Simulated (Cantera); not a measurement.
A freely propagating, adiabatic, planar premixed flame of CO : H₂ : CH₄ : O₂ : N₂ = 1 : 0.035 : 0.24 : 0.713 : 2.68 (molar parts), equivalence ratio 1.4, unburnt at 625 K and 7500 Torr; mixture-averaged transport, grid criteria slope 0.08 and curve 0.16, no radiation.

Detailed kinetics in Cantera: GRI-Mech 3.0 (53 species, 325 reactions). Burning velocities carry a grid error of a few per cent, more on coarse grids.

**Question.** Predict: laminar burning velocity; thermal thickness; peak x(HCO); peak x(C₂H₄); peak x(HCN).

**Answer.** 
* **laminar burning velocity**: 118 cm/s
* **thermal thickness**: 0.0386 mm
* **peak x(HCO)**: 3.81e-5
* **peak x(C₂H₄)**: 0.000125
* **peak x(HCN)**: 2.33e-6
